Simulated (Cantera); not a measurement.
## Hydrocarbon pyrolysis for carbon deposition

An isothermal, constant-pressure homogeneous reactor starts with CH4 : N2 = 1 : 14 (molar parts), at 1650 K and 1330 Pa.

Model: GRI-Mech 3.0 (53 species, 325 reactions), integrated in Cantera. GRI-Mech 3.0 stops at C3 and has no aromatics, soot or wall deposition, so with more carbon than oxygen in the feed, carbon stays in small species such as C2H2 where larger ones or solid carbon would form. Radical loss at walls, strong at low pressure, is not modelled.

```
t (s)        x CH4     x HCN     x CH2     x C2H     x CH3
--------  --------  --------  --------  --------  --------
6.00e-5     0.0667    <1e-12    <1e-12    <1e-12   4.28e-7
0.000200    0.0667    <1e-12  4.48e-12    <1e-12   1.73e-6
0.000665    0.0667    <1e-12  4.36e-11    <1e-12   6.18e-6
0.00221     0.0666    <1e-12  3.83e-10    <1e-12   2.10e-5
0.00736     0.0666    <1e-12   3.70e-9    <1e-12   7.01e-5
0.0245      0.0664  8.72e-12   3.65e-8  9.10e-12  0.000231
0.0815      0.0642  7.59e-10   3.00e-7   1.10e-9  0.000704
0.271       0.0433   9.62e-8   7.30e-7   4.42e-8  0.000916
0.903       0.0164   8.57e-7   4.25e-7   1.26e-7  0.000403
3.00       0.00365   3.08e-6   2.00e-7   2.19e-7  0.000125
10.0      0.000575   7.36e-6   6.24e-8   3.17e-7   2.74e-5
```
x: mole fraction; the columns are a selection and need not sum to one.

Equilibrium at this temperature and pressure: CH4 6.70e-6, HCN 0.0463, CH2 8.97e-10, C2H 9.15e-8, CH3 3.52e-7 (gas phase only).
